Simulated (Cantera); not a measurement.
What does this Cantera script print?

```python
import numpy as np
import cantera as ct

gas = ct.Solution("gri30.yaml")
gas.TP = 300, 100000
flame = ct.CounterflowDiffusionFlame(gas, width=0.02)
flame.fuel_inlet.X, flame.fuel_inlet.T = {'CO': 1, 'H2': 0.052}, 523
flame.oxidizer_inlet.X, flame.oxidizer_inlet.T = {'O2': 0.18, 'N2': 0.82}, 525
flame.set_refine_criteria(ratio=3, slope=0.12, curve=0.24, prune=0.03)
show = ['OH', 'H', 'NO', 'CO']

rows = []
print(f"{'mdot':>8s}{'a_max':>10s}{'a_mean':>10s}{'Tmax/K':>9s}" + "".join(f"{s:>11s}" for s in show) + "   (peak mole fractions)")
for i, mdot in enumerate([0.6, 0.91, 1.4, 2.1, 3.2, 4.8, 7.2, 11]):  # kg/m2/s on the oxidiser side
    flame.oxidizer_inlet.mdot, flame.fuel_inlet.mdot = mdot, 1.1 * mdot
    flame.solve(loglevel=0, auto=(i == 0))
    if flame.T.max() < max(523, 525) + 100:
        print(f"{mdot:8.3g}  no burning solution found from the previous one")
        break
    dT = np.abs(np.gradient(flame.T, flame.grid))
    rows.append([flame.strain_rate("max"), flame.strain_rate("mean"), flame.T.max(),
                 *(flame.X[gas.species_index(s)].max() for s in show), max(dT[0], dT[-1]) / dT.max()])
    print(f"{mdot:8.3g}{rows[-1][0]:10.1f}{rows[-1][1]:10.1f}{rows[-1][2]:9.1f}" + "".join(f"{x:11.3e}" for x in rows[-1][3:-1]))
```

Result:

```
    mdot     a_max    a_mean   Tmax/K         OH          H         NO         CO   (peak mole fractions)
     0.6     329.0      99.3   1931.8  3.886e-03  7.503e-03  7.675e-05  9.527e-01
    0.91     485.1     150.6   1874.7  3.749e-03  8.723e-03  6.245e-05  9.526e-01
     1.4     727.9     231.6   1813.8  3.554e-03  1.006e-02  5.157e-05  9.526e-01
     2.1    1068.8     347.5   1751.9  3.299e-03  1.130e-02  4.250e-05  9.524e-01
     3.2    1590.6     529.5   1683.0  2.945e-03  1.239e-02  3.322e-05  9.523e-01
     4.8    2330.2     794.2   1608.1  2.558e-03  1.296e-02  2.427e-05  9.524e-01
     7.2    3396.2    1191.3   1514.8  2.069e-03  1.244e-02  1.475e-05  9.524e-01
      11  no burning solution found from the previous one
```

Computed with Cantera and GRI-Mech 3.0 (53 species, 325 reactions). The maximum strain rate includes the flame's own expansion and is several times the mean. A flux with no burning solution from the previous one only brackets extinction.
